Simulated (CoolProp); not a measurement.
Model: reference Helmholtz-energy equation of state, Gao 2022, in CoolProp.

Question: Give the vapour pressure (MPa), liquid density (kg/m³), liquid cp (kJ/(kg K)) of saturated n-perfluorohexane at 208.5, 335.9, 361.3 K.

Answer: 
| T (K) | p (MPa) | liquid density (kg/m³) | liquid cp (kJ/(kg K)) |
|---|---|---|---|
| 208.5 | 5.82e-5 | 1930 | 0.908 |
| 335.9 | 0.122 | 1560 | 1.11 |
| 361.3 | 0.260 | 1470 | 1.15 |
